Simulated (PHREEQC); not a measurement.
0.27 g of hydrous ferric oxide (600 m²/g; 0.2 weak and 0.005 strong sites per Fe, Dzombak-Morel constants, diffuse double layer) in 1 kg of water with 0.05 mol/kgw of an inert sodium salt and 8.3e-05 mol CuCl2 and 0.001 mol CaCl2, at 25 °C; the pH is set by adding NaOH or the inert anion's acid. O2 is buffered at 0.21 atm. The system is closed to CO2. Nothing may precipitate in this run.

Equilibrium calculation in PHREEQC: ion-association model, wateq4f.dat.

| pH | Cu sorbed (%) | Ca sorbed (%) | surface charge σ (C/m²) |
|---|---|---|---|
| 4 | 2.4 | 0.0 | 0.297 |
| 4.38 | 8.7 | 0.0 | 0.256 |
| 4.75 | 21.0 | 0.0 | 0.215 |
| 5.12 | 42.1 | 0.0 | 0.176 |
| 5.5 | 71.1 | 0.0 | 0.142 |
| 5.88 | 90.4 | 0.0 | 0.113 |
| 6.25 | 97.3 | 0.0 | 0.087 |
| 6.62 | 99.2 | 0.0 | 0.065 |
| 7.38 | 99.8 | 0.1 | 0.031 |
| 7.75 | 99.8 | 0.5 | 0.019 |
| 8.12 | 99.7 | 1.9 | 0.010 |
| 8.5 | 99.4 | 5.4 | 0.003 |
| 8.88 | 98.5 | 10.7 | 0.000 |
| 9.25 | 95.1 | 15.8 | -0.002 |
| 9.62 | 83.3 | 20.1 | -0.003 |
| 10 | 55.0 | 24.2 | -0.004 |

Along this series the solution becomes supersaturated in solids that the run did not let form, among them Cu(OH)2. The database's constant for dissolved Cu(OH)2 is higher than later reviews accept.
